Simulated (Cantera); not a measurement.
Feed: 1 mol SiH₄, 0.15 mol NO, 3.7 mol N₂, at 10000 Pa.

Equilibrium computed with Cantera from the NASA thermochemical tables; the gas is ideal and each condensed phase is pure. Candidate condensed phases: H₂O, Si, SiO₂, Si₂N₂O, Si₃N₄; 35 gas species. Mutual solubility and eutectic melting of coexisting phases are not modelled. The tables' values for SiN are old estimates; treat these amounts as uncertain. Gases not in the tables: Si₂H₆ and higher silanes. Rates play no part.

log p: log10 of the partial pressure in bar; n: condensed amount in mol.

```csv
T (K),log p N₂,log p H₂,log p SiO,log p NH₃,n Si₂N₂O(s),n Si₃N₄(s),n Si(l)
500,-1.21,-1.42,<-13,…,0.150,0.233,0
650,-1.21,-1.41,<-13,…,0.150,0.233,0
800,-1.21,-1.41,<-13,…,0.150,0.233,0
950,-1.21,-1.41,<-13,…,0.150,0.233,0
1100,-1.21,-1.41,<-13,…,0.150,0.233,0
1250,-1.21,-1.41,-11.14,…,0.150,0.233,0
1400,-1.21,-1.41,-8.54,…,0.150,0.233,0
1550,-1.21,-1.41,-6.45,…,0.150,0.233,0
1700,-1.21,-1.41,-4.74,…,0.149,0.234,0
1850,-1.21,-1.42,-3.32,…,0.125,0.242,0
2000,-1.20,-1.47,-2.60,…,0,0,0.846
```

Problem. What belongs in the gaps?

Solution. 
- 500, log p NH₃: -3.23
- 650, log p NH₃: -4.45
- 800, log p NH₃: -5.25
- 950, log p NH₃: -5.81
- 1100, log p NH₃: -6.22
- 1250, log p NH₃: -6.54
- 1400, log p NH₃: -6.79
- 1550, log p NH₃: -7.00
- 1700, log p NH₃: -7.16
- 1850, log p NH₃: -7.31
- 2000, log p NH₃: -7.51
